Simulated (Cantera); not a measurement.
An isothermal, constant-pressure homogeneous reactor starts with 0.524 % C2H6, 99.5 % N2, at 1850 K and 100.0 Torr.

Cantera simulation using GRI-Mech 3.0 (53 species, 325 reactions); the numbers are that mechanism's predictions, not measurements. GRI-Mech 3.0 stops at C3 and has no aromatics, soot or wall deposition, so with more carbon than oxygen in the feed, carbon stays in small species such as C2H2 where larger ones or solid carbon would form.

x: mole fraction; the columns are a selection and need not sum to one.

```json
[
 {"t (s)": "5.00e-5", "x C2H6": "0.00218", "x C2H": "2.66e-8", "x C2H4": "…", "x CH2": "2.83e-5", "x CH3": "0.00434", "x C2H2": "2.71e-5", "x HCN": "1.02e-6"},
 {"t (s)": "0.000293", "x C2H6": "1.25e-5", "x C2H": "3.82e-6", "x C2H4": "…", "x CH2": "2.70e-5", "x CH3": "0.00117", "x C2H2": "0.00310", "x HCN": "5.23e-5"},
 {"t (s)": "0.00172", "x C2H6": "2.91e-7", "x C2H": "1.64e-6", "x C2H4": "…", "x CH2": "4.56e-6", "x CH3": "0.000184", "x C2H2": "0.00483", "x HCN": "9.37e-5"},
 {"t (s)": "0.0101", "x C2H6": "2.89e-8", "x C2H": "8.77e-7", "x C2H4": "…", "x CH2": "9.23e-7", "x CH3": "5.48e-5", "x C2H2": "0.00501", "x HCN": "0.000114"},
 {"t (s)": "0.0592", "x C2H6": "3.15e-9", "x C2H": "6.83e-7", "x C2H4": "…", "x CH2": "2.48e-7", "x CH3": "1.78e-5", "x C2H2": "0.00507", "x HCN": "0.000130"},
 {"t (s)": "0.347", "x C2H6": "8.50e-11", "x C2H": "7.29e-7", "x C2H4": "1.25e-7", "x CH2": "4.48e-8", "x CH3": "2.93e-6", "x C2H2": "0.00510", "x HCN": "0.000153"},
 {"t (s)": "2.04", "x C2H6": "<1e-12", "x C2H": "7.97e-7", "x C2H4": "1.16e-7", "x CH2": "1.77e-9", "x CH3": "1.04e-7", "x C2H2": "0.00510", "x HCN": "0.000163"},
 {"t (s)": "11.9", "x C2H6": "<1e-12", "x C2H": "8.03e-7", "x C2H4": "1.16e-7", "x CH2": "5.01e-10", "x CH3": "2.93e-8", "x C2H2": "0.00510", "x HCN": "0.000164"},
 {"t (s)": "70.0", "x C2H6": "<1e-12", "x C2H": "8.02e-7", "x C2H4": "1.16e-7", "x CH2": "4.53e-10", "x CH3": "2.65e-8", "x C2H2": "0.00510", "x HCN": "0.000166"}
]
```

Task: What belongs in the gaps?

Result: 
- 5.00e-5, x C2H4: 0.000653
- 0.000293, x C2H4: 0.00113
- 0.00172, x C2H4: 4.41e-5
- 0.0101, x C2H4: 3.16e-6
- 0.0592, x C2H4: 4.44e-7
